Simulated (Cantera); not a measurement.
An isothermal, constant-pressure homogeneous reactor starts with CO : O₂ : H₂O : N₂ = 0.013 : 0.096 : 0.0013 : 1 (molar parts), at 1150 K and 1.00 bar.

Computed with Cantera and GRI-Mech 3.0 (53 species, 325 reactions).

x: mole fraction; the columns are a selection and need not sum to one.

```json
[
 {"t (s)": "0.000500", "x CO": "0.0117", "x O₂": "0.0865", "x H₂O": "0.00117", "x H₂": "1.70e-12", "x NO": "<1e-12", "x H": "5.91e-11"},
 {"t (s)": "0.00144", "x CO": "0.0117", "x O₂": "0.0865", "x H₂O": "0.00117", "x H₂": "2.67e-11", "x NO": "<1e-12", "x H": "3.32e-10"},
 {"t (s)": "0.00416", "x CO": "0.0117", "x O₂": "0.0865", "x H₂O": "0.00117", "x H₂": "9.00e-10", "x NO": "<1e-12", "x H": "5.36e-9"},
 {"t (s)": "0.0120", "x CO": "[?]", "x O₂": "0.0857", "x H₂O": "0.00115", "x H₂": "[?]", "x NO": "[?]", "x H": "[?]"},
 {"t (s)": "0.0347", "x CO": "[?]", "x O₂": "0.0827", "x H₂O": "0.00116", "x H₂": "[?]", "x NO": "[?]", "x H": "[?]"},
 {"t (s)": "0.100", "x CO": "0.000701", "x O₂": "0.0814", "x H₂O": "0.00117", "x H₂": "4.45e-7", "x NO": "1.21e-7", "x H": "1.64e-7"},
 {"t (s)": "0.289", "x CO": "8.85e-5", "x O₂": "0.0811", "x H₂O": "0.00118", "x H₂": "3.99e-8", "x NO": "1.54e-7", "x H": "9.18e-9"},
 {"t (s)": "0.833", "x CO": "7.75e-6", "x O₂": "0.0811", "x H₂O": "0.00118", "x H₂": "2.88e-9", "x NO": "1.66e-7", "x H": "3.51e-10"},
 {"t (s)": "2.40", "x CO": "5.19e-7", "x O₂": "0.0811", "x H₂O": "0.00118", "x H₂": "2.63e-10", "x NO": "1.75e-7", "x H": "1.37e-11"},
 {"t (s)": "6.93", "x CO": "1.44e-8", "x O₂": "0.0811", "x H₂O": "0.00118", "x H₂": "5.88e-11", "x NO": "1.80e-7", "x H": "1.93e-12"},
 {"t (s)": "20.0", "x CO": "3.86e-10", "x O₂": "0.0811", "x H₂O": "0.00118", "x H₂": "2.94e-11", "x NO": "1.81e-7", "x H": "<1e-12"}
]
```

### Question
Complete the blanks.

### Answer

- 0.0120, x CO: 0.0103
- 0.0120, x H₂: 5.72e-6
- 0.0120, x NO: 3.04e-9
- 0.0120, x H: 5.88e-6
- 0.0347, x CO: 0.00357
- 0.0347, x H₂: 2.68e-6
- 0.0347, x NO: 5.78e-8
- 0.0347, x H: 1.64e-6
